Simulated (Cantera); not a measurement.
Charge: 1 mol C₂H₂, 0.22 mol CO₂, 5.1 mol H₂, at 2150 K and 62.0 Pa.

These are equilibrium values from Cantera (NASA tables, ideal gas, pure condensed phases), not measurements of a reactor. Candidate condensed phases: C, C₆H₆, C₇H₈, C₈H₁₈, H₂O; 110 gas species. Kinetics and transport are ignored.

Question: What is the equilibrium state?

Answer: 
```
Quantity                 Value
-------------------  ---------
x(H₂)                    0.786
x(H)                     0.150
x(CO)                   0.0622
x(C₂H₂ (acetylene))    0.00152
x(C₂H)                 8.74e-6
x(C₃)                  1.38e-6
x(C₄H₂)                1.20e-6
n(C(graphite))        1.76 mol
gas amount           7.071 mol
```
